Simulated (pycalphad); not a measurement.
All values are pycalphad results on the COST 507 light-alloy database (1999) (1 atm), not direct measurements. No gas phase is included, though pure Mg would boil below 1377 °C. The data set is of 1999 and partly superseded. Kinetics are ignored, which matters at the lower temperatures.

Molar enthalpy of Al-0.99Mg-1.26Si (at.%) in equilibrium (SER reference):

```json
[
 {"T (°C)": "1377", "H (kJ/mol)": "51.76", "phases": "liquid"},
 {"T (°C)": "1277", "H (kJ/mol)": "48.59", "phases": "liquid"},
 {"T (°C)": "1177", "H (kJ/mol)": "45.42", "phases": "liquid"},
 {"T (°C)": "1077", "H (kJ/mol)": "42.25", "phases": "liquid"},
 {"T (°C)": "977", "H (kJ/mol)": "39.08", "phases": "liquid"},
 {"T (°C)": "877", "H (kJ/mol)": "35.90", "phases": "liquid"},
 {"T (°C)": "777", "H (kJ/mol)": "32.73", "phases": "liquid"},
 {"T (°C)": "727", "H (kJ/mol)": "31.15", "phases": "liquid"},
 {"T (°C)": "677", "H (kJ/mol)": "29.56", "phases": "liquid"},
 {"T (°C)": "577", "H (kJ/mol)": "16.29", "phases": "fcc + liquid"},
 {"T (°C)": "527", "H (kJ/mol)": "14.16", "phases": "fcc + MG2SI + diamond (Si)"},
 {"T (°C)": "477", "H (kJ/mol)": "12.38", "phases": "fcc + MG2SI + diamond (Si)"},
 {"T (°C)": "377", "H (kJ/mol)": "9.16", "phases": "fcc + MG2SI + diamond (Si)"},
 {"T (°C)": "277", "H (kJ/mol)": "6.25", "phases": "fcc + MG2SI + diamond (Si)"},
 {"T (°C)": "177", "H (kJ/mol)": "3.53", "phases": "fcc + MG2SI + diamond (Si)"},
 {"T (°C)": "77", "H (kJ/mol)": "0.96", "phases": "fcc + MG2SI + diamond (Si)"}
]
```

Cooling from 677 °C to 527 °C, across the freezing range, releases 15.4 kJ/mol, or 571 J/g. The slope is 32 J/(mol K) in the liquid and 36 J/(mol K) just below the solidus, where it includes any heat of precipitation. Liquidus 648 °C, solidus 563 °C. Changes were sought between steps of 50 K, so a narrower field can be missed.

Database names, with the compositions (at.%) that they take in these runs: MG2SI: Mg 67 Si 33.
